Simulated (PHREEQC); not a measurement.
A solution holds 1.2 mmol/kgw HF, 2.8 mmol/kgw NaHF2 and 0.99 mmol/kgw (NH4)2SO4, at 25 °C. Closed to the air; pH follows from the charge balance.

All values are PHREEQC results (ion-association model, wateq4f.dat), not measurements.

```yaml
pH: 3.18
ionic_strength: 0.00637 mol/kgw
total_alkalinity: -4.00 meq/kg
```

```json
[
 {"species": "F-", "molality": "0.00350", "activity": "0.00322", "log γ": "-0.037"},
 {"species": "HF", "molality": "0.00315", "activity": "0.00316", "log γ": "0.001"},
 {"species": "Na+", "molality": "0.00279", "activity": "0.00256", "log γ": "-0.036"},
 {"species": "NH4+", "molality": "0.00196", "activity": "0.00180", "log γ": "-0.037"},
 {"species": "SO4-2", "molality": "0.000919", "activity": "0.000659", "log γ": "-0.144"},
 {"species": "H+", "molality": "0.000706", "activity": "0.000655", "log γ": "-0.033"},
 {"species": "HSO4-", "molality": "4.56e-5", "activity": "4.20e-5", "log γ": "-0.036"},
 {"species": "HF2-", "molality": "4.25e-5", "activity": "3.90e-5", "log γ": "-0.037"},
 {"species": "H2F2", "molality": "2.60e-5", "activity": "2.60e-5", "log γ": "0.001"},
 {"species": "NH4SO4-", "molality": "1.66e-5", "activity": "1.53e-5", "log γ": "-0.036"},
 {"species": "NaSO4-", "molality": "9.19e-6", "activity": "8.46e-6", "log γ": "-0.036"},
 {"species": "NaF", "molality": "4.74e-6", "activity": "4.74e-6", "log γ": "0.001"},
 {"species": "NH3", "molality": "1.57e-9", "activity": "1.57e-9", "log γ": "0.000"}
]
```

This is a speciation only: nothing precipitates in the calculation.
